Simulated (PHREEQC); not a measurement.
Consider water at 20 °C with 0.2 mmol/kgw CaSO4, 120 mmol/kgw Na2SO4 and 0.003 mmol/kgw H4SiO4. Closed to the air; pH follows from the charge balance.

Computed with PHREEQC (Pitzer model, pitzer.dat).

No solid was allowed to form.

Problem. Estimate the pH, specific conductance.

Solution. pH 7.31; specific conductance 17400 µS/cm.

Complexes and solids missing from the database can't appear.
